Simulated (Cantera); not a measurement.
Mixture: CH4 : CO : O2 : N2 = 1 : 0.1 : 1.58 : 7.88 (molar parts), equivalence ratio 1.3, at 4.10 bar, adiabatic and at constant pressure. Ignition delay is the time to a rise of 400 K.

Computed with Cantera and GRI-Mech 3.0 (53 species, 325 reactions).

Question: What does this change do: 0.2 parts C2H6 added?

Answer: 
```
quantity                                                before       after
--------------------------------------------------  ----------  ----------
delay at 1123 K                                        61.3 ms     4.35 ms
delay at 1323 K                                        4.32 ms    0.410 ms
delay at 1523 K                                       0.466 ms     80.6 µs
delay at 1723 K                                        75.4 µs     20.3 µs
delay at 1923 K                                        19.3 µs     7.11 µs
apparent activation energy between 1723 and 1923 K  190 kJ/mol  140 kJ/mol
```

Question: What does this change do: pressure from 4.10 bar to 0.390 bar?

Answer: 
| quantity | before | after |
|---|---|---|
| delay at 1123 K | 61.3 ms | 0.539 s |
| delay at 1323 K | 4.32 ms | 27.0 ms |
| delay at 1523 K | 0.466 ms | 2.67 ms |
| delay at 1723 K | 75.4 µs | 0.529 ms |
| delay at 1923 K | 19.3 µs | 0.163 ms |
| apparent activation energy between 1723 and 1923 K | 190 kJ/mol | 160 kJ/mol |
